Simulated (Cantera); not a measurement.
Cantera run:

```python
import numpy as np
import cantera as ct

gas_names = """
    H HNO HNO2 HNO3 HO2 H2 H2O H2O2 N NH NH2 NH3 NH2OH NO NO2 NO3 N2 N2H2 N2H4 N2O O OH O2 O3 Pb PbO Pb2
""".split()
cond_names = """
    H2O(s) H2O(L) Pb(cr) Pb(L) PbO(rd) PbO(yw) PbO(L) PbO2(s) Pb3O4(s)
""".split()


def load(file, names, dense=False):
    # The tables refer to 1 bar. Condensed volumes are neglected.
    table = {s.name: s for s in ct.Species.list_from_file(file)}
    out = []
    for n in names:
        d = dict(table[n].input_data)
        d["thermo"] = dict(d["thermo"], **{"reference-pressure": 1e5})
        if dense:
            d["equation-of-state"] = {"model": "constant-volume", "density": "1e6 g/cm^3"}
        out.append(ct.Species.from_dict(d))
    return out


gas = ct.Solution(thermo="ideal-gas", species=load("nasa_gas.yaml", gas_names))
cond = {s.name: ct.Solution(thermo="fixed-stoichiometry", species=[s], name=s.name)
        for s in load("nasa_condensed.yaml", cond_names, dense=True)}
atoms = {
    'PbO': {'Pb': 1, 'O': 1},
    'H2O': {'H': 2, 'O': 1},
    'N2': {'N': 2},
}
top_T = {'Pb3O4(s)': 820}  # K; cautious upper limits of use, not melting points


def equilibrate(T, P, feed):
    n = {}
    for name, mol in feed.items():
        for a, k in atoms[name].items():
            n[a] = n.get(a, 0.0) + k * mol
    gas.TPX = T, P, n
    mass = sum(n.values()) * gas.mean_molecular_weight
    gas.equilibrate("TP")
    valid = [c for c in cond.values() if c.min_temp <= T <= top_T.get(c.name, c.max_temp)]
    mix = ct.Mixture([(gas, mass / gas.mean_molecular_weight)] + [(c, 0.0) for c in valid])
    mix.T, mix.P = T, P
    mix.equilibrate("TP", solver="vcs", rtol=1e-11, max_steps=5000)
    return mix


results = []
feed = {'PbO': 1, 'H2O': 0.53, 'N2': 0.26}  # mol
P = 1000  # Pa
for T in [823, 923, 1023, 1123, 1223, 1323, 1423, 1523, 1623, 1723]:
    mix = equilibrate(T, P, feed)
    results.append((T, P, feed, dict(zip(mix.species_names, mix.species_moles))))
    x = sorted(zip(gas.X, gas.species_names), reverse=True)
    print(f"T = {T:g} K  P = {P:g} Pa  gas = {mix.phase_moles(0):.4g} mol")
    print("   x: " + "  ".join(f"{s} {v:.3e}" for v, s in x if v > 0.0001))
    print("   condensed (mol): " + ("  ".join(f"{mix.phase(i).name} {mix.phase_moles(i):.4g}"
          for i in range(1, mix.n_phases) if mix.phase_moles(i) > 1e-12) or "none"))
```

Result:

```
T = 823 K  P = 1000 Pa  gas = 0.79 mol
   x: H2O 6.709e-01  N2 3.291e-01
   condensed (mol): PbO(yw) 1
T = 923 K  P = 1000 Pa  gas = 0.79 mol
   x: H2O 6.709e-01  N2 3.291e-01
   condensed (mol): PbO(yw) 1
T = 1023 K  P = 1000 Pa  gas = 0.7901 mol
   x: H2O 6.708e-01  N2 3.291e-01
   condensed (mol): PbO(yw) 0.9999
T = 1123 K  P = 1000 Pa  gas = 0.7911 mol
   x: H2O 6.699e-01  N2 3.286e-01  PbO 1.144e-03  Pb 1.931e-04
   condensed (mol): PbO(yw) 0.9989
T = 1223 K  P = 1000 Pa  gas = 0.8009 mol
   x: H2O 6.618e-01  N2 3.246e-01  PbO 1.085e-02  Pb 1.807e-03  O2 8.988e-04
   condensed (mol): PbO(L) 0.9899
T = 1323 K  P = 1000 Pa  gas = 0.8622 mol
   x: H2O 6.147e-01  N2 3.015e-01  PbO 6.675e-02  Pb 1.134e-02  O2 5.639e-03
   condensed (mol): PbO(L) 0.9327
T = 1423 K  P = 1000 Pa  gas = 1.304 mol
   x: H2O 4.064e-01  PbO 3.126e-01  N2 1.993e-01  Pb 5.431e-02  O2 2.705e-02  NO 1.485e-04  OH 1.474e-04
   condensed (mol): PbO(L) 0.5217
T = 1523 K  P = 1000 Pa  gas = 1.89 mol
   x: PbO 4.229e-01  H2O 2.801e-01  N2 1.374e-01  Pb 1.061e-01  O2 5.283e-02  OH 3.572e-04  NO 2.863e-04
   condensed (mol): none
T = 1623 K  P = 1000 Pa  gas = 1.932 mol
   x: PbO 3.708e-01  H2O 2.738e-01  Pb 1.467e-01  N2 1.343e-01  O2 7.291e-02  OH 8.454e-04  NO 5.190e-04
   condensed (mol): none
T = 1723 K  P = 1000 Pa  gas = 1.979 mol
   x: PbO 3.155e-01  H2O 2.667e-01  Pb 1.898e-01  N2 1.309e-01  O2 9.406e-02  OH 1.791e-03  NO 8.628e-04  H2 2.214e-04  O 1.744e-04
   condensed (mol): none
```

Cantera equilibrium calculation (NASA polynomials, part measured and part estimated; ideal gas, pure solids and liquids). Gases not in the tables: (PbO)n polymers.
